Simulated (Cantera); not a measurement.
What does this Cantera script print?

```python
import numpy as np
import cantera as ct

gas_names = """
    O VO2 N2 NO
""".split()
cond_names = """
    V(cr) V(L) V2O5(s) V2O5(L)
""".split()


def load(file, names, dense=False):
    # The tables refer to 1 bar. Condensed volumes are neglected.
    table = {s.name: s for s in ct.Species.list_from_file(file)}
    out = []
    for n in names:
        d = dict(table[n].input_data)
        d["thermo"] = dict(d["thermo"], **{"reference-pressure": 1e5})
        if dense:
            d["equation-of-state"] = {"model": "constant-volume", "density": "1e6 g/cm^3"}
        out.append(ct.Species.from_dict(d))
    return out


species = {s.name: s for s in load("nasa_gas.yaml", gas_names) + load("nasa_condensed.yaml", cond_names)}
# Each term lists the table entries of one substance; the one whose range holds T is used.
reactions = {
    '2 V + 5 O(g) = V2O5':
        [(-2, ['V(cr)', 'V(L)']), (-5, ['O']), (1, ['V2O5(s)', 'V2O5(L)'])],
    'VO2(g) + N2(g) = 2 NO(g) + V':
        [(-1, ['VO2']), (-1, ['N2']), (2, ['NO']), (1, ['V(cr)', 'V(L)'])],
}


def pick(names, T):
    return next(species[n] for n in names if species[n].thermo.min_temp <= T <= species[n].thermo.max_temp)


results = []
for label, terms in reactions.items():
    print(label)
    print("     T/K   dH/kJ  dS/(J/K)   dG/kJ   log10 K")
    for T in [1525, 1675, 1825, 1975, 2125, 2275, 2425, 2575, 2725]:
        used = [(nu, pick(names, T)) for nu, names in terms]
        dH = sum(nu * s.thermo.h(T) for nu, s in used) / 1e6
        dS = sum(nu * s.thermo.s(T) for nu, s in used) / 1e3
        dG = dH - T * dS / 1e3
        logK = -dG * 1e6 / (ct.gas_constant * T * np.log(10))
        results.append((label, T, dH, dS, dG, logK, [s.name for _, s in used]))
        print(f"{T:8g} {dH:8.1f} {dS:8.1f} {dG:8.1f} {logK:8.2f}")
```

Output:

```
2 V + 5 O(g) = V2O5
     T/K   dH/kJ  dS/(J/K)   dG/kJ   log10 K
    1525  -2716.1   -652.7  -1720.7    58.94
    1675  -2713.9   -651.3  -1622.9    50.61
    1825  -2712.2   -650.4  -1525.3    43.66
    1975  -2711.0   -649.7  -1427.8    37.76
    2125  -2710.5   -649.5  -1330.3    32.70
    2275  -2756.7   -670.6  -1231.1    28.27
    2425  -2757.6   -671.0  -1130.5    24.35
    2575  -2758.5   -671.3  -1029.8    20.89
    2725  -2759.4   -671.7   -929.1    17.81
VO2(g) + N2(g) = 2 NO(g) + V
     T/K   dH/kJ  dS/(J/K)   dG/kJ   log10 K
    1525    427.6      9.2    413.5   -14.16
    1675    429.9     10.7    412.0   -12.85
    1825    432.5     12.2    410.3   -11.74
    1975    435.4     13.7    408.4   -10.80
    2125    438.6     15.3    406.2    -9.98
    2275    465.2     27.4    402.9    -9.25
    2425    469.2     29.1    398.6    -8.59
    2575    473.1     30.7    394.2    -8.00
    2725    477.0     32.1    389.4    -7.47
```

Standard-state values (1 bar) from the NASA 1993 polynomials, evaluated with Cantera. Condensed species are held in their standard states even where they would react or evaporate.
